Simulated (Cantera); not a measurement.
Source: NASA polynomial tables (part measured, part estimated), evaluated in Cantera. Values are per mole of reaction as written; species without (g) are pure solids or liquids, kept so even where they would boil at 1 bar.

Between 673 and 1423 K, where is each reaction favourable under standard conditions?
- 2 HCl(g) + CaF2 → 2 F(g) + 2 H(g) + CaCl2
- 2 HCl(g) + 2 F(g) + Ca → CaCl2 + 2 HF(g)


- 2 HCl(g) + CaF2 → 2 F(g) + 2 H(g) + CaCl2: ΔG° is 1064 kJ at 673 K and 872 kJ at 1423 K; it stays positive (K < 1). ΔH° is 1264 kJ and ΔS° 276 J/K at 1423 K.
- 2 HCl(g) + 2 F(g) + Ca → CaCl2 + 2 HF(g): ΔG° is -1126 kJ at 673 K and -927 kJ at 1423 K; it stays negative (K > 1). ΔH° is -1285 kJ and ΔS° -252 J/K at 1423 K.
